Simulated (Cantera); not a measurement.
Mixture: CH4 : C2H6 : C3H8 : O2 : N2 = 1 : 0.03 : 0.031 : 1.41 : 5.31 (molar parts), equivalence ratio 1.6, at 4.15 atm, adiabatic and at constant pressure. Ignition delay is the time to a rise of 400 K.

Computed with Cantera and GRI-Mech 3.0 (53 species, 325 reactions).

What does this change do: constant volume in place of constant pressure?


| quantity | before | after |
|---|---|---|
| delay at 1048 K | 44.2 ms | 42.3 ms |
| delay at 1148 K | 11.5 ms | 10.9 ms |
| delay at 1248 K | 2.94 ms | 2.71 ms |
| delay at 1348 K | 0.794 ms | 0.715 ms |
| delay at 1448 K | 0.247 ms | 0.218 ms |
| delay at 1548 K | 90.7 µs | 79.1 µs |
| delay at 1648 K | 39.0 µs | 33.7 µs |
| apparent activation energy between 1448 and 1648 K | 180 kJ/mol | 190 kJ/mol |

What does this change do: pressure from 4.15 atm to 1.00 atm?


| quantity | before | after |
|---|---|---|
| delay at 1048 K | 44.2 ms | 0.187 s |
| delay at 1148 K | 11.5 ms | 37.7 ms |
| delay at 1248 K | 2.94 ms | 7.83 ms |
| delay at 1348 K | 0.794 ms | 1.92 ms |
| delay at 1448 K | 0.247 ms | 0.585 ms |
| delay at 1548 K | 90.7 µs | 0.220 ms |
| delay at 1648 K | 39.0 µs | 99.8 µs |
| apparent activation energy between 1448 and 1648 K | 180 kJ/mol | 180 kJ/mol |
